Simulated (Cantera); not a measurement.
Input: 1 mol SiHCl3, 0.0094 mol C2H2, 10 mol H2, a varied amount of C3H8, at 1600 K and 890 Pa.

Method: chemical equilibrium by Gibbs-energy minimisation in Cantera with the NASA 1993 tables (ideal gas, pure condensed phases). Candidate condensed phases: C, C6H6, C7H8, C8H18, Si, SiC; 109 gas species. Mutual solubility and eutectic melting of coexisting phases are not modelled. Kinetics and transport are ignored.

Q: Which condensed phases are stable at each of these points (n(C3H8) (mol)): 0.045, 0.063, 0.088, 0.12, 0.17, 0.24, 0.34, 0.48, 0.67?

A: 
| n(C3H8) (mol) | condensed phases | Si condensed (%) |
|---|---|---|
| 0.045 | Si(s) + SiC(s) | 24.0 |
| 0.063 | Si(s) + SiC(s) | 24.2 |
| 0.088 | SiC(s) | 28.3 |
| 0.12 | SiC(s) | 37.9 |
| 0.17 | SiC(s) | 52.9 |
| 0.24 | SiC(s) | 73.9 |
| 0.34 | C(graphite) + SiC(s) | 96.9 |
| 0.48 | C(graphite) + SiC(s) | 97.0 |
| 0.67 | C(graphite) + SiC(s) | 97.2 |

From 0.045 mol C3H8 to 0.063 mol C3H8 the condensed part is Si(s) + SiC(s). From 0.088 mol C3H8 to 0.24 mol C3H8 the condensed part is SiC(s). From 0.34 mol C3H8 to 0.67 mol C3H8 the condensed part is C(graphite) + SiC(s).
